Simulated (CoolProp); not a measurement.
Vapour-liquid equilibrium of diethyl ether (1) + benzene (2) at 1020 kPa; x and y are mole fractions of (1).

Values from CoolProp's multi-fluid Helmholtz-energy mixture model, Thol 2014 and Thol 2012; pair parameters Bell 2016.

```tsv
x	bubble temperature, mixture model (K)	bubble temperature, Raoult's law (K)	y, mixture model	y, Raoult's law
0.05	?	447.7	0.107	0.132
0.2	436.5	434.6	?	0.427
0.35	426.2	424.1	0.561	0.622
0.5	417.2	415.2	?	0.758
0.65	?	407.7	0.820	0.856
0.8	?	401.2	0.909	0.929
0.95	395.7	395.5	0.980	0.984
```

### Question
Some entries are withheld; supply them.

### Answer

- 0.05, bubble temperature, mixture model (K): 448.4
- 0.2, y, mixture model: 0.368
- 0.5, y, mixture model: 0.708
- 0.65, bubble temperature, mixture model (K): 409.3
- 0.8, bubble temperature, mixture model (K): 402.2

The largest gap from Raoult's law is +2.1 K in bubble temperature, at x = 0.35. No azeotrope shows between x = 0.05 and 0.95.

Pair parameters are fitted to limited data, so mixtures are less certain than the pure fluids.
